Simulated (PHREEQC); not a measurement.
**Spent oxide etchant: an equilibrium model**

Consider water at 40 °C with 10.8 mmol/kgw HF, 6.4 mmol/kgw (NH4)2SiF6 and 24 mmol/kgw HCl. Closed to the air; pH follows from the charge balance.

All values are PHREEQC results (ion-association model, wateq4f.dat), not measurements.

This is a speciation only: nothing precipitates in the calculation.

Task: What pH, ionic strength does the model give?

Result: pH 1.69; ionic strength 0.0432 mol/kgw.

Task: In which forms is Si present?

Result: SiF6-2 98 %, H4SiO4 1.8 % of the Si.

At this temperature some constants are extrapolated from 25 °C, and those without enthalpy data are left unchanged. SiF6-2 is the database's only silicon fluoride.
